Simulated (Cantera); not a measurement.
What does this Cantera script print?

```python
import numpy as np
import cantera as ct

gas = ct.Solution("gri30.yaml")
gas.TPX = 700, 101325, {'H2': 1, 'O2': 0.617, 'N2': 6.79, 'NO': 0.011}
inlet = ct.Reservoir(gas, clone=True)
gas.equilibrate("HP")  # start burning
reactor = ct.IdealGasConstPressureReactor(gas, energy="on", clone=False)
exhaust = ct.Reservoir(gas, clone=True)
tau = [0.024, 0.01, 0.0044, 0.0019, 0.00083, 0.00036, 0.00015, 6.7e-05, 2.9e-05, 1.2e-05, 5.4e-06][0]
for a, b in ((inlet, reactor), (reactor, exhaust)):
    ct.MassFlowController(a, b, mdot=lambda t: reactor.mass / tau)
net = ct.ReactorNet([reactor])
show = ['H2', 'O2', 'NO', 'H', 'OH', 'O']

rows = []
print(f"{'tau/s':>10s}{'T/K':>9s}" + "".join(f"{s:>11s}" for s in show))
for tau in [0.024, 0.01, 0.0044, 0.0019, 0.00083, 0.00036, 0.00015, 6.7e-05, 2.9e-05, 1.2e-05, 5.4e-06]:
    net.initial_time = 0.0
    net.advance(30 * tau)
    before = gas.X
    net.advance(40 * tau)
    drift = np.max(np.abs(gas.X - before) / (gas.X + 1e-9))
    rows.append([gas.T, *gas[show].X, drift])
    print(f"{tau:10.3e}{gas.T:9.1f}" + "".join(f"{x:11.3e}" for x in gas[show].X))
```

Result:

```
     tau/s      T/K         H2         O2         NO          H         OH          O
 2.400e-02   1580.1  1.193e-03  1.501e-02  1.366e-03  2.771e-04  1.171e-03  2.604e-04
 1.000e-02   1568.1  2.031e-03  1.532e-02  1.368e-03  6.316e-04  1.507e-03  4.549e-04
 4.400e-03   1549.6  3.239e-03  1.584e-02  1.372e-03  1.315e-03  1.857e-03  7.477e-04
 1.900e-03   1519.8  5.012e-03  1.671e-02  1.375e-03  2.638e-03  2.204e-03  1.196e-03
 8.300e-04   1475.8  7.403e-03  1.805e-02  1.375e-03  4.887e-03  2.458e-03  1.797e-03
 3.600e-04   1412.9  1.077e-02  2.016e-02  1.372e-03  8.319e-03  2.527e-03  2.490e-03
 1.500e-04   1321.5  1.707e-02  2.410e-02  1.363e-03  1.267e-02  2.294e-03  2.990e-03
 6.700e-05   1177.7  3.716e-02  3.469e-02  1.346e-03  1.315e-02  1.494e-03  2.230e-03
 2.900e-05    700.0  1.188e-01  7.330e-02  1.307e-03  8.872e-16  1.802e-16  1.014e-16
 1.200e-05    700.0  1.188e-01  7.330e-02  1.307e-03  3.921e-16  6.738e-17  5.594e-17
 5.400e-06    700.0  1.188e-01  7.330e-02  1.307e-03  1.934e-16  2.568e-17  2.973e-17
```

Model: GRI-Mech 3.0 (53 species, 325 reactions), integrated in Cantera. The mechanism lacks 2 NO + O2 → 2 NO2 and HONO, so NO2 and the effect of NO are under-described below about 1400 K.
